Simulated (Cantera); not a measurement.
A closed system holds: 1 mol H2O, 0.85 mol H2, equilibrated at 2325 K and 0.950 bar.

Cantera equilibrium calculation (NASA polynomials, part measured and part estimated; ideal gas, pure solids and liquids). Candidate condensed phases: H2O; 9 gas species. Rates play no part.

Base state: H2O 0.537, H2 0.454, H 0.00761, OH 0.00150, O 1.70e-5 (mole fractions); condensed: gas only.

What changes in the equilibrium state with this change: H2 from 0.85 to 0.046 mol?


| species | before | after |
|---|---|---|
| H2O | 0.537 | 0.937 |
| H2 | 0.454 | 0.0507 |
| OH | 0.00150 | 0.00783 |
| O2 | 8.39e-6 | 0.00205 |
| O | 1.70e-5 | 0.000267 |
| H | 0.00761 | 0.00254 |
